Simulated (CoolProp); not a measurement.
The fluid at 293.15 K and 0.0598 MPa (gas) is heated at constant pressure to 352.9 K. The same conditions are run with several fluids, on thermodynamics alone (safety and materials aside).

Computed with CoolProp (reference Helmholtz-energy equation of state of each fluid (isobutane: Bücker 2006; propylene: Lemmon 2013; R124: de Vries 1995; R114: Platzer 1990; hydrogen sulfide: Lemmon 2006)). The equations of Platzer and Polt are older, rougher fits.

Problem. Rank isobutane, propylene, R124, R114, hydrogen sulfide by heat (kJ/kg), highest first.

Solution. isobutane (107), propylene (97.5), hydrogen sulfide (60.7), R124 (45.8), R114 (43.1)

```csv
fluid,final density (kg/m³)
isobutane,1.20
propylene,0.862
R124,2.81
R114,3.52
hydrogen sulfide,0.696
```
